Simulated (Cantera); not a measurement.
An isothermal, constant-pressure homogeneous reactor starts with 0.269 % CO, 3.46 % O2, 0.0289 % H2O, 96.2 % N2, equivalence ratio 0.039, at 1523 K and 1.00 bar.

Computed with Cantera and GRI-Mech 3.0 (53 species, 325 reactions).

### Question
Predict: x(CO) at 200 s; x(O2) at 200 s; x(H2O) at 200 s; x(NO) at 200 s; x(N2O) at 200 s; x(H2) at 200 s.

### Answer
- x(CO) at 200 s: 1.02e-7 (gas-phase equilibrium 1.03e-7)
- x(O2) at 200 s: 0.0333 (gas-phase equilibrium 0.0330)
- x(H2O) at 200 s: 0.000287 (gas-phase equilibrium 0.000287)
- x(NO) at 200 s: 1.08e-5 (gas-phase equilibrium 0.000602)
- x(N2O) at 200 s: 4.06e-8 (gas-phase equilibrium 4.06e-8)
- x(H2) at 200 s: 4.06e-9 (gas-phase equilibrium 4.08e-9)
